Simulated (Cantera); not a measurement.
An adiabatic, constant-pressure homogeneous reactor starts with CH₄ : CO : O₂ : N₂ = 1 : 0.1 : 0.932 : 4.57 (molar parts), equivalence ratio 2.2, at 1448 K and 7500 Torr. Integrator tolerance rtol = 1e-08.

Detailed kinetics in Cantera: GRI-Mech 3.0 (53 species, 325 reactions).

Question: What does this change do: initial temperature 1448 to 1348 K?

Answer: 
```csv
quantity,before,after
time of steepest temperature rise,0.649 ms,1.93 ms
temperature at 0.700 s,2294 K,2201 K
equilibrium temperature,2294 K,2201 K
x(CH₄) at 0.700 s,4.47e-9 (gas-phase equilibrium 5.04e-9),7.34e-9 (gas-phase equilibrium 8.27e-9)
x(CO) at 0.700 s,0.129 (gas-phase equilibrium 0.129),0.129 (gas-phase equilibrium 0.129)
x(O₂) at 0.700 s,1.50e-7 (gas-phase equilibrium 1.50e-7),4.85e-8 (gas-phase equilibrium 4.85e-8)
x(NO₂) at 0.700 s,3.44e-11 (gas-phase equilibrium 3.44e-11),1.02e-11 (gas-phase equilibrium 1.02e-11)
x(HO₂) at 0.700 s,3.46e-10 (gas-phase equilibrium 3.46e-10),1.10e-10 (gas-phase equilibrium 1.10e-10)
```

Question: What does this change do: initial temperature 1448 to 1775 K?

Answer: 
| quantity | before | after |
|---|---|---|
| time of steepest temperature rise | 0.649 ms | 31.3 µs |
| temperature at 0.700 s | 2294 K | 2589 K |
| equilibrium temperature | 2294 K | 2589 K |
| x(CH₄) at 0.700 s | 4.47e-9 (gas-phase equilibrium 5.04e-9) | 1.18e-9 (gas-phase equilibrium 1.33e-9) |
| x(CO) at 0.700 s | 0.129 (gas-phase equilibrium 0.129) | 0.130 (gas-phase equilibrium 0.130) |
| x(O₂) at 0.700 s | 1.50e-7 (gas-phase equilibrium 1.50e-7) | 3.22e-6 (gas-phase equilibrium 3.22e-6) |
| x(NO₂) at 0.700 s | 3.44e-11 (gas-phase equilibrium 3.44e-11) | 9.16e-10 (gas-phase equilibrium 9.16e-10) |
| x(HO₂) at 0.700 s | 3.46e-10 (gas-phase equilibrium 3.46e-10) | 7.75e-9 (gas-phase equilibrium 7.75e-9) |
